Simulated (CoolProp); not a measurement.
The fluid at 344.16 K and 0.00457 MPa is compressed adiabatically to 0.00913 MPa with isentropic efficiency 1. The same conditions are run with several fluids, on thermodynamics alone (safety and materials aside).

Computed with CoolProp (reference Helmholtz-energy equation of state of each fluid (n-nonane: Lemmon 2006; fluoroethane (R161): Wu 2012; ammonia: Gao 2020; CH2F2 (R32): Tillner-Roth 1997; R142b: Lemmon 2006)).

**Question.** Rank n-nonane, fluoroethane (R161), ammonia, CH2F2 (R32), R142b by work (kJ/kg), highest first.

**Answer.** ammonia (126), fluoroethane (R161) (43.0), CH2F2 (R32) (40.4), R142b (20.3), n-nonane (15.5)

```csv
fluid,final temperature (K),final density (kg/m³)
n-nonane,352.7,0.403
fluoroethane (R161),374.4,0.141
ammonia,400.8,0.0467
CH2F2 (R32),387.6,0.147
R142b,366.2,0.302
```
